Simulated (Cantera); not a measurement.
Feed: 1 mol Nb2O5, 18 mol H2, 1.4 mol H2O, held at 1.35 Torr.

Method: chemical equilibrium by Gibbs-energy minimisation in Cantera with the NASA 1993 tables (ideal gas, pure condensed phases). Candidate condensed phases: H2O, Nb, NbO, NbO2, Nb2O5; 12 gas species. Condensed phases not in the tables: the oxides between NbO2 and Nb2O5. Kinetics and transport are ignored. All values below are at 1652 °C.

Base state: H2 0.856, H2O 0.122, H 0.0209, NbO2 0.000647, OH 0.000257 (mole fractions); condensed: NbO2(s).

What changes in the equilibrium state with this change: pressure from 1.35 Torr to 39.0 Torr?


```tsv
species	before	after
H2	0.856	0.873
H2O	0.122	0.123
H	0.0209	0.00392
NbO2	0.000647	2.24e-5
OH	0.000257	4.79e-5
NbO2(s), mol	1.99	2.00
```
